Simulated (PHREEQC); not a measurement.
A solution holds 0.0033 mol HF, 0.0026 mol CsF and 0.011 mol NH4HF2 per kg of water, at 25 °C. Closed to the air; pH follows from the charge balance.

Equilibrium calculation in PHREEQC: ion-association model, wateq4f.dat.

Precipitation was switched off in this run.

Problem. Estimate the pH.

Solution. pH 3.17.

Problem. In which forms is F present?

Solution. F- 49 %, HF 44 %, HF2- 4.6 %, H2F2 2.8 % of the F.
